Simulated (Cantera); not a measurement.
A freely propagating, adiabatic, planar premixed flame of 32.6 % H2, 16.0 % O2, 51.5 % N2, unburnt at 498 K and 0.690 bar; mixture-averaged transport, grid criteria slope 0.08 and curve 0.16, no radiation.

Cantera simulation using the H2/O2 subset of GRI-Mech 3.0, which has no nitrogen chemistry; the numbers are that mechanism's predictions, not measurements. Burning velocities carry a grid error of a few per cent, more on coarse grids.

x: mole fraction of selected species; z is measured from the peak of heat release.

```json
[
 {"z (mm)": "-2.04", "T (K)": "498", "u (m/s)": "6.06", "x H2": "0.326", "x O2": "0.160", "x HO2": "<1e-8", "x H2O": "<1e-8", "x H": "<1e-8", "x H2O2": "<1e-8"},
 {"z (mm)": "-1.36", "T (K)": "498", "u (m/s)": "6.06", "x H2": "0.326", "x O2": "0.160", "x HO2": "<1e-8", "x H2O": "<1e-8", "x H": "<1e-8", "x H2O2": "<1e-8"},
 {"z (mm)": "-1.02", "T (K)": "498", "u (m/s)": "6.06", "x H2": "0.326", "x O2": "0.160", "x HO2": "<1e-8", "x H2O": "<1e-8", "x H": "<1e-8", "x H2O2": "<1e-8"},
 {"z (mm)": "-0.678", "T (K)": "498", "u (m/s)": "6.06", "x H2": "0.326", "x O2": "0.160", "x HO2": "3.80e-8", "x H2O": "1.56e-8", "x H": "<1e-8", "x H2O2": "<1e-8"},
 {"z (mm)": "-0.339", "T (K)": "506", "u (m/s)": "6.13", "x H2": "0.323", "x O2": "0.160", "x HO2": "0.000139", "x H2O": "0.000208", "x H": "4.08e-5", "x H2O2": "2.24e-6"},
 {"z (mm)": "-0.170", "T (K)": "729", "u (m/s)": "8.63", "x H2": "0.289", "x O2": "0.156", "x HO2": "0.000197", "x H2O": "0.0179", "x H": "0.00604", "x H2O2": "2.54e-5"},
 {"z (mm)": "0", "T (K)": "1222", "u (m/s)": "13.9", "x H2": "0.166", "x O2": "0.110", "x HO2": "7.30e-5", "x H2O": "0.118", "x H": "0.0463", "x H2O2": "4.43e-6"},
 {"z (mm)": "0.170", "T (K)": "1548", "u (m/s)": "17.4", "x H2": "0.0713", "x O2": "0.0473", "x HO2": "2.81e-5", "x H2O": "0.228", "x H": "0.0711", "x H2O2": "2.64e-6"},
 {"z (mm)": "0.339", "T (K)": "1697", "u (m/s)": "18.9", "x H2": "0.0567", "x O2": "0.0334", "x HO2": "1.74e-5", "x H2O": "0.252", "x H": "0.0660", "x H2O2": "1.56e-6"},
 {"z (mm)": "0.678", "T (K)": "1858", "u (m/s)": "20.5", "x H2": "0.0556", "x O2": "0.0287", "x HO2": "1.24e-5", "x H2O": "0.263", "x H": "0.0529", "x H2O2": "8.30e-7"},
 {"z (mm)": "1.36", "T (K)": "2031", "u (m/s)": "22.1", "x H2": "0.0539", "x O2": "0.0245", "x HO2": "8.49e-6", "x H2O": "0.276", "x H": "0.0389", "x H2O2": "4.46e-7"},
 {"z (mm)": "2.71", "T (K)": "2199", "u (m/s)": "23.7", "x H2": "0.0498", "x O2": "…", "x HO2": "…", "x H2O": "0.291", "x H": "…", "x H2O2": "…"},
 {"z (mm)": "5.43", "T (K)": "2353", "u (m/s)": "25.0", "x H2": "…", "x O2": "…", "x HO2": "…", "x H2O": "0.307", "x H": "…", "x H2O2": "…"}
]
```

**Question.** Some entries are withheld; supply them.

**Answer.** 
- 2.71, x O2: 0.0204
- 2.71, x HO2: 5.71e-6
- 2.71, x H: 0.0268
- 2.71, x H2O2: 2.82e-7
- 5.43, x H2: 0.0437
- 5.43, x O2: 0.0163
- 5.43, x HO2: 3.98e-6
- 5.43, x H: 0.0171
- 5.43, x H2O2: 2.14e-7
